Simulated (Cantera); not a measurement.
Input: 1 mol B₂H₆, 2.1 mol NH₃, 0.62 mol N₂, held at 2.40 mbar.

Cantera equilibrium calculation (NASA polynomials, part measured and part estimated; ideal gas, pure solids and liquids). Candidate condensed phases: B, BN; 15 gas species. The feed counts by its element totals alone. The numbers say what is thermodynamically allowed, not how fast it happens.

Over these rows the condensed part is BN(s). Partial pressures as log10 of bar:

```
T (K)  1000/T (1/K)  log p B  log p H₂  log p N₂  log p H
-----  ------------  -------  --------  --------  -------
1773         0.5640    -9.71     -2.67     -3.63    -4.88
1823         0.5485    -9.06     -2.67     -3.63    -4.70
1873         0.5339    -8.45     -2.67     -3.63    -4.53
1923         0.5200        ?     -2.67     -3.63    -4.36
1973         0.5068    -7.31     -2.68     -3.63    -4.21
2023         0.4943    -6.78     -2.68     -3.63    -4.06
```

### Question
Fit log p(B) = a + b·(1000/T) to the five rows, give the apparent enthalpy, and predict the row at 1923 K.

### Answer
Means: 1000/T = 0.5295, log p = -8.262. Sxy = -0.139722, Sxx = 0.0033249, so b = -42.02 and a = -8.262 − (-42.02)×0.5295 = 13.99.
Apparent enthalpy: −19.145 × (-42.02) = 804 kJ/mol. With the condensed phases at unit activity, BN(s) = B(g) + 1/2 N₂(g) links this pressure to the main gases: over the six rows their terms move log p by +0.00 in all, so the slope is close to that reaction's ΔH°. The five rows lie within 0.01 of the line.
Prediction at 1923 K: 13.99 + (-42.02)×0.5200 = -7.86. The computed value is -7.86, 0.00 from the line.
